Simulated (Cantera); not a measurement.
## Thermodynamics of hydrogen reduction and annealing atmospheres, feed PbO + H2

Input: 1 mol PbO, 0.55 mol H2, held at 10.0 mbar.

Equilibrium computed with Cantera from the NASA thermochemical tables; the gas is ideal and each condensed phase is pure. Candidate condensed phases: H2O, Pb, PbO, PbO2, Pb3O4; 12 gas species. Each liquid is taken as pure. Mutual solubility and eutectic melting of coexisting phases are not modelled. Gases not in the tables: (PbO)n polymers. Equilibrium is a limit: real reactors are often held back by kinetics, nucleation or transport.

| T (°C) | x H2O | x Pb | x PbO | x H2 | x Pb2 | n Pb(l) | n PbO(red) | n PbO(yellow) | n PbO(l) |
|---|---|---|---|---|---|---|---|---|---|
| 475 | 1.000 | 8.75e-7 | 3.71e-10 | 4.80e-5 | <1e-12 | 0.550 | 0.450 | 0 | 0 |
| 525 | 1.000 | 5.73e-6 | 6.30e-9 | 6.25e-5 | <1e-12 | 0.550 | 0 | 0.450 | 0 |
| 575 | 1.000 | 2.99e-5 | 7.58e-8 | 7.94e-5 | 6.34e-12 | 0.550 | 0 | 0.450 | 0 |
| 625 | 1.000 | 0.000130 | 6.87e-7 | 9.89e-5 | 7.41e-11 | 0.550 | 0 | 0.450 | 0 |
| 675 | 0.999 | 0.000479 | 4.90e-6 | 0.000121 | 6.63e-10 | 0.550 | 0 | 0.450 | 0 |
| 725 | 0.998 | 0.00155 | 2.85e-5 | 0.000146 | 4.73e-9 | 0.549 | 0 | 0.450 | 0 |
| 775 | 0.995 | 0.00447 | 0.000139 | 0.000173 | 2.79e-8 | 0.547 | 0 | 0.450 | 0 |
| 825 | 0.988 | 0.0117 | 0.000586 | 0.000202 | 1.39e-7 | 0.543 | 0 | 0.450 | 0 |
| 875 | 0.970 | 0.0280 | 0.00217 | 0.000232 | 5.99e-7 | 0.534 | 0 | 0.449 | 0 |
| 925 | 0.931 | 0.0624 | 0.00655 | 0.000280 | 2.28e-6 | 0.513 | 0 | 0 | 0.446 |
| 975 | 0.852 | 0.130 | 0.0176 | 0.000326 | 7.75e-6 | 0.466 | 0 | 0 | 0.439 |
| 1025 | 0.700 | 0.256 | 0.0436 | 0.000337 | 2.39e-5 | 0.349 | 0 | 0 | 0.416 |
| 1075 | 0.450 | 0.450 | 0.100 | 0.000252 | 6.00e-5 | 0 | 0 | 0 | 0.327 |
x: gas mole fraction; n: condensed amount in mol.

At 475 °C the condensed part is Pb(l) + PbO(red). From 525 °C to 875 °C the condensed part is Pb(l) + PbO(yellow). From 925 °C to 1025 °C the condensed part is Pb(l) + PbO(l). At 1075 °C the condensed part is PbO(l).
